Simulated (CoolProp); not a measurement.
Vapour-liquid equilibrium of R1234yf (1) + R134a (2) at 6.2 kPa; x and y are mole fractions of (1).

Computed with CoolProp (multi-fluid Helmholtz-energy mixture model, Lemmon 2022 and Tillner-Roth 1994; pair parameters Bell 2022).

```json
[
 {"x": "0.05", "bubble temperature (K)": "199.1", "y at the bubble point": "0.097", "dew temperature at overall composition x (K)": "199.4", "liquid density (mol/L)": "14.66"},
 {"x": "0.2", "bubble temperature (K)": "197.5", "y at the bubble point": "0.314", "dew temperature at overall composition x (K)": "198.3", "liquid density (mol/L)": "14.22"},
 {"x": "0.35", "bubble temperature (K)": "196.5", "y at the bubble point": "0.467", "dew temperature at overall composition x (K)": "197.3", "liquid density (mol/L)": "13.79"},
 {"x": "0.5", "bubble temperature (K)": "195.8", "y at the bubble point": "0.591", "dew temperature at overall composition x (K)": "196.3", "liquid density (mol/L)": "13.39"},
 {"x": "0.65", "bubble temperature (K)": "195.3", "y at the bubble point": "0.704", "dew temperature at overall composition x (K)": "195.6", "liquid density (mol/L)": "13.01"},
 {"x": "0.8", "bubble temperature (K)": "195.0", "y at the bubble point": "0.820", "dew temperature at overall composition x (K)": "195.1", "liquid density (mol/L)": "12.65"},
 {"x": "0.95", "bubble temperature (K)": "194.9", "y at the bubble point": "0.951", "dew temperature at overall composition x (K)": "194.9", "liquid density (mol/L)": "12.31"}
]
```

No azeotrope shows between x = 0.05 and 0.95.

The pair parameters rest on a limited set of measurements; away from them the model extrapolates.
